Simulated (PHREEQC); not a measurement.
1.4 g of hydrous ferric oxide (600 m²/g; 0.2 weak and 0.005 strong sites per Fe, Dzombak-Morel constants, diffuse double layer) in 1 kg of water with 0.001 mol/kgw of an inert sodium salt, at 25 °C; the pH is set by adding NaOH or the inert anion's acid. Oxygen is held at 0.21 atm. CO2 from the air is kept out. Nothing may precipitate in this run.

All values are PHREEQC results (ion-association model, wateq4f.dat), not measurements.

Problem. Predict surface charge σ (C/m²) at pH = 4.67, 10.67.

Solution. 
```csv
pH,surface charge σ (C/m²)
4.67,0.074
10.67,-0.037
```
